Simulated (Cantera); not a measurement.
Adiabatic ignition

An adiabatic, constant-pressure homogeneous reactor starts with CH₃OH : O₂ : N₂ = 1 : 0.714 : 2.69 (molar parts), equivalence ratio 2.1, at 1148 K and 1.00 bar.

Cantera simulation using GRI-Mech 3.0 (53 species, 325 reactions); the numbers are that mechanism's predictions, not measurements. GRI-Mech 3.0 was tuned for natural gas; its chemistry of methanol as a main component is partial and can be far from experiment.

```
t (s)     T (K)  x CH₃OH     x O₂    x HO₂      x H₂       x O     x CH₃
--------  -----  -------  -------  -------  --------  --------  --------
1.00e-6    1148    0.227    0.162  1.63e-9   1.13e-9  8.38e-12  9.48e-10
3.88e-6    1148    0.227    0.162  8.97e-9   6.20e-9  8.72e-12   3.44e-9
1.51e-5    1148    0.227    0.162  4.08e-8   2.69e-8  8.87e-12   1.04e-8
5.85e-5    1148    0.227    0.162  1.83e-7   1.12e-7  9.05e-12   1.90e-8
0.000227   1148    0.227    0.162  7.67e-7   4.51e-7  9.11e-12   2.01e-8
0.000881   1148    0.227    0.162  2.97e-6   1.83e-6  9.33e-12   1.97e-8
0.00342    1148    0.227    0.162  1.03e-5   1.00e-5  1.22e-11   1.86e-8
0.0133     1149    0.226    0.162  5.54e-5  0.000264  1.08e-10   1.41e-8
0.0515     2285   <1e-12  8.70e-6  5.82e-9     0.137   1.35e-5  6.37e-12
0.200      2285   <1e-12  8.66e-6  5.80e-9     0.137   1.34e-5  6.40e-12
```
x: mole fraction; the columns are a selection and need not sum to one.

```json
{
 "time_of_steepest_temperature_rise": "20.0 ms",
 "temperature at 0.200 s": "2285 K",
 "equilibrium_temperature": "2285 K",
 "x(CH₃OH) at 0.200 s": "<1e-12 (gas-phase equilibrium <1e-12)",
 "x(O₂) at 0.200 s": "8.66e-6 (gas-phase equilibrium 8.66e-6)",
 "x(HO₂) at 0.200 s": "5.80e-9 (gas-phase equilibrium 5.80e-9)"
}
```
